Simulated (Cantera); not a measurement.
**SF6 + SO2 + H2 (abatement and gas-phase synthesis)**

Input: 1 mol SF6, 0.11 mol SO2, 0.16 mol H2, at 0.0133 bar.

Method: chemical equilibrium by Gibbs-energy minimisation in Cantera with the NASA 1993 tables (ideal gas, pure condensed phases). Candidate condensed phases: H2O, H2SO4, S; 71 gas species. Ions and electrons are included (thermal ionisation). The tables' values for SOF2, SF3, S2F2 (SSF2), FS2F (FSSF) are old estimates; treat these amounts as uncertain. Rates play no part.

```csv
T (K),x F,x SF2,x S,x HF,x H,x SF,x O,x S2,x SO,x SOF2,x SO2
2000,0.721,0.164,0.000595,0.0630,7.13e-9,0.0104,1.95e-5,0.000467,0.00464,0.0143,0.0121
2250,0.795,0.0430,0.0191,0.0518,2.73e-7,0.0345,9.79e-5,0.0260,0.0212,0.000694,0.00676
2500,0.815,0.00265,0.0618,0.0472,5.74e-6,0.0172,0.000644,0.0265,0.0261,2.01e-5,0.00278
2750,0.803,0.000162,0.104,0.0455,7.51e-5,0.00602,0.00376,0.0111,0.0247,8.31e-7,0.00134
3000,0.790,1.26e-5,0.129,0.0439,0.000644,0.00201,0.0136,0.00349,0.0159,3.88e-8,0.000407
3250,0.781,1.33e-6,0.143,0.0401,0.00373,0.000730,0.0239,0.00111,0.00591,1.58e-9,4.75e-5
3500,0.780,1.85e-7,0.147,0.0297,0.0134,0.000289,0.0278,0.000365,0.00172,7.02e-11,3.67e-6
3750,0.782,3.27e-8,0.147,0.0153,0.0272,0.000127,0.0287,0.000133,0.000515,4.16e-12,3.14e-7
4000,0.783,7.13e-9,0.146,0.00610,0.0360,6.12e-5,0.0287,5.43e-5,0.000175,<1e-12,3.48e-8
4250,0.784,1.86e-9,0.145,0.00232,0.0396,3.22e-5,0.0288,2.47e-5,6.74e-5,<1e-12,4.97e-9
4500,0.784,5.60e-10,0.145,0.000934,0.0409,1.81e-5,0.0288,1.23e-5,2.89e-5,<1e-12,8.81e-10
4750,0.784,1.91e-10,0.145,0.000405,0.0414,1.08e-5,0.0287,6.60e-6,1.35e-5,<1e-12,1.87e-10
5000,0.784,7.25e-11,0.145,0.000190,0.0416,6.81e-6,0.0287,3.75e-6,6.82e-6,<1e-12,4.61e-11
```
x: gas mole fraction; nothing condenses.

From 2000 K to 5000 K nothing is condensed.
